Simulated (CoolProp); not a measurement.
Vapour-liquid equilibrium of n-pentane (1) + toluene (2) at 0.00457 MPa; x and y are mole fractions of (1).

Model: multi-fluid Helmholtz-energy mixture model, Thol 2019 and Lemmon 2006; pair parameters Bell 2016, in CoolProp.

```json
[
 {"x": "0.05", "bubble temperature, mixture model (K)": "282.1", "bubble temperature, Raoult's law (K)": "288.8", "y, mixture model": "0.674", "y, Raoult's law": "0.522"},
 {"x": "0.125", "bubble temperature, mixture model (K)": "268.4", "bubble temperature, Raoult's law (K)": "276.7", "y, mixture model": "0.871", "y, Raoult's law": "0.784"},
 {"x": "0.2", "bubble temperature, mixture model (K)": "261.3", "bubble temperature, Raoult's law (K)": "268.9", "y, mixture model": "0.926", "y, Raoult's law": "0.879"},
 {"x": "0.275", "bubble temperature, mixture model (K)": "257.0", "bubble temperature, Raoult's law (K)": "263.4", "y, mixture model": "0.950", "y, Raoult's law": "0.925"},
 {"x": "0.35", "bubble temperature, mixture model (K)": "253.9", "bubble temperature, Raoult's law (K)": "259.1", "y, mixture model": "0.963", "y, Raoult's law": "0.950"},
 {"x": "0.425", "bubble temperature, mixture model (K)": "251.7", "bubble temperature, Raoult's law (K)": "255.7", "y, mixture model": "0.971", "y, Raoult's law": "0.966"},
 {"x": "0.5", "bubble temperature, mixture model (K)": "249.8", "bubble temperature, Raoult's law (K)": "252.9", "y, mixture model": "0.977", "y, Raoult's law": "0.976"},
 {"x": "0.575", "bubble temperature, mixture model (K)": "248.3", "bubble temperature, Raoult's law (K)": "250.5", "y, mixture model": "(withheld)", "y, Raoult's law": "0.983"},
 {"x": "0.65", "bubble temperature, mixture model (K)": "246.9", "bubble temperature, Raoult's law (K)": "248.4", "y, mixture model": "(withheld)", "y, Raoult's law": "0.988"},
 {"x": "0.725", "bubble temperature, mixture model (K)": "245.6", "bubble temperature, Raoult's law (K)": "246.6", "y, mixture model": "(withheld)", "y, Raoult's law": "0.992"},
 {"x": "0.8", "bubble temperature, mixture model (K)": "244.4", "bubble temperature, Raoult's law (K)": "245.0", "y, mixture model": "0.992", "y, Raoult's law": "0.995"},
 {"x": "0.875", "bubble temperature, mixture model (K)": "243.3", "bubble temperature, Raoult's law (K)": "243.5", "y, mixture model": "0.995", "y, Raoult's law": "0.997"},
 {"x": "0.95", "bubble temperature, mixture model (K)": "242.1", "bubble temperature, Raoult's law (K)": "242.2", "y, mixture model": "0.998", "y, Raoult's law": "0.999"}
]
```

Question: Some entries are withheld; supply them.

Answer: 
- 0.575, y, mixture model: 0.982
- 0.65, y, mixture model: 0.986
- 0.725, y, mixture model: 0.989

The largest gap from Raoult's law is -8.3 K in bubble temperature, at x = 0.125. No azeotrope shows between x = 0.05 and 0.95.

Pair parameters are fitted to limited data, so mixtures are less certain than the pure fluids.
